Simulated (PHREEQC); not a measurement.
1 kg of water holding 0.034 mol/kgw KCl meets 20 L of dry gas (H2 1 by moles) at fixed total pressure, at 100 °C; fugacities by Peng-Robinson. The gases take part in no redox reaction, some water evaporates into the gas, and hydrates or a liquid gas phase aren't modelled. Precipitation was switched off in this run.

All values are PHREEQC results (ion-association model, phreeqc.dat), not measurements.

| P (atm) | dissolved H2 (mol/kgw) | φ of H2 |
|---|---|---|
| 2 | 0.000787 | 1.004 |
| 5 | 0.00313 | 1.003 |
| 10 | 0.00702 | 1.004 |
| 20 | 0.0147 | 1.006 |
| 30 | 0.0223 | 1.009 |
| 40 | 0.0298 | 1.012 |
| 50 | 0.0373 | 1.015 |
| 75 | 0.0554 | 1.022 |
| 100 | 0.0730 | 1.030 |
| 150 | 0.107 | 1.048 |
| 200 | 0.138 | 1.066 |
| 300 | 0.196 | 1.106 |
| 400 | 0.248 | 1.150 |

Constants without temperature data keep their 25 °C values here.
